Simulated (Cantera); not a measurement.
An adiabatic, constant-volume homogeneous reactor starts with 17.4 % CH4, 17.4 % O2, 65.3 % N2, equivalence ratio 2.0, at 1400 K and 4.93 atm.

Cantera simulation using GRI-Mech 3.0 (53 species, 325 reactions); the numbers are that mechanism's predictions, not measurements.

One state of this run: T (K) = 2748; P (bar) = 11.6; x CH4 = 7.17e-10; x O2 = 1.81e-5; x CH2O = 9.80e-8; x HO2 = 4.83e-8; x C2H = <1e-12; x CH3 = 6.08e-10. x: mole fraction; the columns are a selection and need not sum to one.

**Question.** Which value of t (s) does it belong to?
A. 0.00167
B. 2.00e-6
C. 1.07e-5
D. 0.000134

**Answer.** A, 0.00167
